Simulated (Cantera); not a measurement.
Cantera with NASA thermochemical tables; ideal gases at 1 bar, condensed phases pure. Values are per mole of reaction as written; species without (g) are pure solids or liquids, kept so even where they would boil at 1 bar. TaC: taken at fixed stoichiometry.

5 N(g) + 4 C + 2 Ta2O5 → 5 NO2(g) + 4 TaC

```tsv
T (K)	ΔH° (kJ)	ΔS° (J/K)	ΔG° (kJ)	log10 K
1200	…	…	…	…
1250	…	…	…	…
1300	1239.7	174.0	1013.5	-40.72
1350	…	…	…	…
1400	1231.3	167.8	996.5	-37.18
1450	…	…	…	…
1500	1223.0	162.0	980.0	-34.13
```

Problem. Complete the blanks.

Solution. 
- 1200, ΔH° (kJ): 1248.2
- 1200, ΔS° (J/K): 180.8
- 1200, ΔG° (kJ): 1031.3
- 1200, log10 K: -44.89
- 1250, ΔH° (kJ): 1244.0
- 1250, ΔS° (J/K): 177.3
- 1250, ΔG° (kJ): 1022.3
- 1250, log10 K: -42.72
- 1350, ΔH° (kJ): 1235.5
- 1350, ΔS° (J/K): 170.8
- 1350, ΔG° (kJ): 1004.9
- 1350, log10 K: -38.88
- 1450, ΔH° (kJ): 1227.2
- 1450, ΔS° (J/K): 164.8
- 1450, ΔG° (kJ): 988.2
- 1450, log10 K: -35.60
